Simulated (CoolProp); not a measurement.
Vapour-liquid equilibrium of R125 (1) + propane (2) at 309.2 K; x and y are mole fractions of (1).

The numbers come from the multi-fluid Helmholtz-energy mixture model, Lemmon 2005 and Lemmon 2009; pair parameters Bell 2016 in CoolProp.

```tsv
x	bubble pressure, mixture model (MPa)	bubble pressure, Raoult's law (MPa)	y, mixture model	y, Raoult's law
0.05	1.428	1.277	0.136	0.071
0.125	1.635	1.321	0.267	0.173
0.2	1.787	1.364	0.353	0.268
0.275	1.898	1.407	0.416	0.357
0.35	1.980	1.450	0.467	0.440
0.425	2.041	1.494	0.513	0.519
0.5	2.084	1.537	0.557	0.594
0.575	2.110	1.580	0.602	0.664
0.65	2.119	1.623	0.650	0.731
0.725	2.109	1.666	0.702	0.794
0.8	2.075	1.710	0.763	0.854
0.875	2.012	1.753	0.835	0.911
0.95	1.914	1.796	0.925	0.965
```

The largest gap from Raoult's law is +36.6 % in bubble pressure, at x = 0.425. y crosses x between x = 0.575 and 0.65: the model has an azeotrope there.

The pair parameters rest on a limited set of measurements; away from them the model extrapolates.
